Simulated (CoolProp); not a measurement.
Carbon dioxide along the isotherm 221.6 K: fugacity coefficient from the reference equation and from simpler models built on Tc = 304.1 K, pc = 7.377 MPa, ω = 0.224; each cubic takes its own stable root.

Values from CoolProp's reference Helmholtz-energy equation of state, Span 1996.

| p (MPa) | phase | reference |
|---|---|---|
| 2.63 | liquid | 0.2322 |
| 5.27 | liquid | 0.1223 |
| 7.9 | liquid | 0.08607 |
| 10.5 | liquid | 0.06826 |
| 13.2 | liquid | 0.05734 |
| 15.8 | liquid | 0.05047 |
| 18.4 | liquid | 0.04566 |

Question: How far does each simpler model (van der Waals, Redlich-Kwong, Soave-Redlich-Kwong, Peng-Robinson) lie from the reference over these 7 states: mean and median of the absolute difference, and the worst?

Answer: 
- van der Waals: mean 183.7 %, median 183.5 %, worst +209.7 % at 221.6 K and 18.4 MPa
- Redlich-Kwong: mean 40.2 %, median 40.2 %, worst +42.6 % at 221.6 K and 18.4 MPa
- Soave-Redlich-Kwong: mean 2.6 %, median 2.6 %, worst +3.8 % at 221.6 K and 18.4 MPa
- Peng-Robinson: mean 1.0 %, median 1.0 %, worst -1.8 % at 221.6 K and 18.4 MPa
